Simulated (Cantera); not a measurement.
Input: 1 mol Si3N4, 0.61 mol NF3, equilibrated at 950 K and 1.10 mbar.

These are equilibrium values from Cantera (NASA tables, ideal gas, pure condensed phases), not measurements of a reactor. Candidate condensed phases: Si, Si3N4; 16 gas species. The tables' values for SiF3 are old estimates; treat these amounts as uncertain. Equilibrium is a limit: real reactors are often held back by kinetics, nucleation or transport.

Base state: N2 0.571, SiF4 0.429, SiF3 3.07e-5 (mole fractions); condensed: Si3N4(s).

### Question
What changes in the equilibrium state with this change: 1.3 mol HCl added?

### Answer
| species | before | after |
|---|---|---|
| HCl | 0 | 0.319 |
| N2 | 0.571 | 0.303 |
| SiF4 | 0.429 | 0.197 |
| H2 | 0 | 0.121 |
| SiCl4 | 0 | 0.0603 |
| HF | 0 | 0.000293 |
| SiHCl3 | 0 | 0.000105 |
| SiCl3 | 0 | 8.02e-5 |
| SiHF3 | 0 | 7.39e-5 |
| SiF3 | 3.07e-5 | 1.90e-5 |
| Si3N4(s), mol | 0.847 | 0.801 |
The tables' values for SiCl3, SiF3 are old estimates; treat these amounts as uncertain. Further candidate phases: NH4Cl.
